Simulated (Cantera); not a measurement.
A perfectly stirred reactor is fed with C₃H₈ : O₂ : N₂ = 1 : 4.17 : 50 (molar parts), equivalence ratio 1.2, at 16.0 bar; it is adiabatic with a 425 K inlet, and is followed from long to short residence time, starting on the burning branch (τ in s: 0.077, 0.026, 0.0091, 0.0031, 0.0011, 0.00037, 0.00013, 4.3e-05, 1.5e-05, 5.1e-06).

Cantera simulation using GRI-Mech 3.0 (53 species, 325 reactions); the numbers are that mechanism's predictions, not measurements. GRI-Mech 3.0 was tuned for natural gas; its chemistry of propane as a main component is partial and can be far from experiment. The pressure lies above the range GRI-Mech 3.0 was tuned for (to about 10 atm).

What does this change do: C3H8 1 to 0.62 parts?


```
quantity                                                                      before                                    after
------------------------------------------------  ----------------------------------  ---------------------------------------
blow-out, bracketed by the residence times tried  burning at 26.0 ms, out at 9.10 ms                              not reached
x(C₃H₈) at τ = 77.0 ms                                                      0.000117                                   0.0113
x(O₂) at τ = 77.0 ms                                                         0.00265                                   0.0761
x(C₂H₂) at τ = 77.0 ms                                                      0.000136                                   <1e-12
x(HO₂) at τ = 77.0 ms                                                        6.52e-6                                   <1e-12
x(HCN) at τ = 77.0 ms                                                        2.71e-9                                   <1e-12
x(C₃H₈) at τ = 0.370 ms                                                       0.0181                                   0.0113
x(O₂) at τ = 0.370 ms                                                         0.0756                                   0.0761
x(C₂H₂) at τ = 0.370 ms                                                       <1e-12                                   <1e-12
x(HO₂) at τ = 0.370 ms                                                        <1e-12                                   <1e-12
x(HCN) at τ = 0.370 ms                                                        <1e-12                                   <1e-12
state                                                                    not reached  not burning at any residence time tried
```
